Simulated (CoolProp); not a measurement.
Carbon dioxide along the isotherm 593.7 K: fugacity coefficient from the reference equation and from simpler models built on Tc = 304.1 K, pc = 7.377 MPa, ω = 0.224; each cubic takes its own stable root.

Model: reference Helmholtz-energy equation of state, Span 1996, in CoolProp.

| p (MPa) | phase | reference | van der Waals | Soave-Redlich-Kwong | Peng-Robinson |
|---|---|---|---|---|---|
| 5.27 | gas | 0.9860 | 0.9678 | 0.9965 | 0.9858 |
| 10.5 | supercritical | 0.9744 | 0.9382 | 0.9952 | 0.9747 |
| 15.8 | supercritical | 0.9648 | 0.9113 | 0.9960 | 0.9665 |
| 21.1 | supercritical | 0.9576 | 0.8879 | 0.9989 | 0.9611 |
| 26.3 | supercritical | 0.9528 | 0.8688 | 1.004 | 0.9582 |
| 31.6 | supercritical | 0.9502 | 0.8538 | 1.011 | 0.9576 |
| 36.9 | supercritical | 0.9500 | 0.8431 | 1.019 | 0.9591 |
| 42.2 | supercritical | 0.9519 | 0.8367 | 1.030 | 0.9625 |
| 47.4 | supercritical | 0.9560 | 0.8342 | 1.042 | 0.9676 |
| 52.7 | supercritical | 0.9621 | 0.8351 | 1.056 | 0.9744 |
| 58 | supercritical | 0.9701 | 0.8392 | 1.071 | 0.9826 |
| 63.2 | supercritical | 0.9796 | 0.8460 | 1.087 | 0.9921 |
| 68.5 | supercritical | 0.9911 | 0.8556 | 1.106 | 1.003 |
| 73.8 | supercritical | 1.004 | 0.8675 | 1.125 | 1.015 |
